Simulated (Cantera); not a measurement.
A perfectly stirred reactor is fed with H2 : O2 : N2 = 1 : 0.769 : 2.89 (molar parts), at 6.50 bar; it is adiabatic with a 425 K inlet, and is followed from long to short residence time, starting on the burning branch (τ in s: 0.021, 0.013, 0.0078, 0.0048, 0.0029, 0.0018, 0.0011, 0.00066, 0.0004, 0.00024, 0.00015, 9.1e-05).

Computed with Cantera and GRI-Mech 3.0 (53 species, 325 reactions). The hydrogen kinetics of GRI-Mech 3.0 are dated; newer H2 mechanisms differ, most at raised pressure.

Q: Predict: blow-out, bracketed by the residence times tried; x(H2) at τ = 21.0 ms; x(O2) at τ = 21.0 ms; x(NO2) at τ = 21.0 ms; x(HO2) at τ = 21.0 ms; x(H2O2) at τ = 21.0 ms; x(H2) at τ = 1.10 ms; x(O2) at τ = 1.10 ms; x(NO2) at τ = 1.10 ms; x(HO2) at τ = 1.10 ms; x(H2O2) at τ = 1.10 ms.

A: 
| Property | Value |
|---|---|
| blow-out, bracketed by the residence times tried | burning at 91.0 µs, the shortest tried |
| x(H2) at τ = 21.0 ms | 0.000210 |
| x(O2) at τ = 21.0 ms | 0.0641 |
| x(NO2) at τ = 21.0 ms | 3.45e-7 |
| x(HO2) at τ = 21.0 ms | 3.83e-6 |
| x(H2O2) at τ = 21.0 ms | 3.59e-7 |
| x(H2) at τ = 1.10 ms | 0.000920 |
| x(O2) at τ = 1.10 ms | 0.0640 |
| x(NO2) at τ = 1.10 ms | 1.19e-7 |
| x(HO2) at τ = 1.10 ms | 1.02e-5 |
| x(H2O2) at τ = 1.10 ms | 6.85e-7 |
